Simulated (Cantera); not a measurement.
A perfectly stirred reactor is fed with 32.7 % H2, 9.63 % O2, 57.6 % N2, at 5.00 bar; it is adiabatic with a 800 K inlet, and is followed from long to short residence time, starting on the burning branch (τ in s: 0.068, 0.029, 0.012, 0.0052, 0.0022, 0.00093, 0.00039, 0.00017, 7e-05, 3e-05, 1.3e-05).

Detailed kinetics in Cantera: GRI-Mech 3.0 (53 species, 325 reactions). The hydrogen kinetics of GRI-Mech 3.0 are dated; newer H2 mechanisms differ, most at raised pressure.

x: mole fraction; the columns are a selection and need not sum to one.

```json
[
 {"τ (s)": "0.068", "T (K)": "2215", "x H2": "0.149", "x O2": "1.35e-5", "x H2O2": "3.21e-9", "x H": "0.00138", "x O": "1.85e-6"},
 {"τ (s)": "0.029", "T (K)": "2212", "x H2": "0.149", "x O2": "2.54e-5", "x H2O2": "5.43e-9", "x H": "0.00171", "x O": "2.84e-6"},
 {"τ (s)": "0.012", "T (K)": "2208", "x H2": "0.148", "x O2": "4.58e-5", "x H2O2": "1.03e-8", "x H": "0.00231", "x O": "5.23e-6"},
 {"τ (s)": "0.0052", "T (K)": "2200", "x H2": "0.148", "x O2": "7.69e-5", "x H2O2": "1.95e-8", "x H": "0.00326", "x O": "1.04e-5"},
 {"τ (s)": "0.0022", "T (K)": "2189", "x H2": "0.147", "x O2": "___", "x H2O2": "___", "x H": "___", "x O": "___"},
 {"τ (s)": "0.00093", "T (K)": "2171", "x H2": "0.146", "x O2": "0.000218", "x H2O2": "6.68e-8", "x H": "0.00705", "x O": "4.82e-5"},
 {"τ (s)": "0.00039", "T (K)": "2144", "x H2": "0.145", "x O2": "0.000374", "x H2O2": "1.15e-7", "x H": "0.0104", "x O": "0.000104"},
 {"τ (s)": "0.00017", "T (K)": "2107", "x H2": "0.143", "x O2": "0.000639", "x H2O2": "1.85e-7", "x H": "0.0151", "x O": "0.000213"},
 {"τ (s)": "7.0e-5", "T (K)": "2051", "x H2": "0.141", "x O2": "0.00116", "x H2O2": "3.06e-7", "x H": "0.0219", "x O": "0.000435"},
 {"τ (s)": "3.0e-5", "T (K)": "1976", "x H2": "0.138", "x O2": "___", "x H2O2": "___", "x H": "___", "x O": "___"},
 {"τ (s)": "1.3e-5", "T (K)": "1879", "x H2": "0.137", "x O2": "0.00390", "x H2O2": "8.41e-7", "x H": "0.0402", "x O": "0.00136"}
]
```

Q: Fill in the missing entries.

A: 
- 0.0022, x O2: 0.000129
- 0.0022, x H2O2: 3.70e-8
- 0.0022, x H: 0.00477
- 0.0022, x O: 2.22e-5
- 3.0e-5, x O2: 0.00210
- 3.0e-5, x H2O2: 5.01e-7
- 3.0e-5, x H: 0.0304
- 3.0e-5, x O: 0.000805
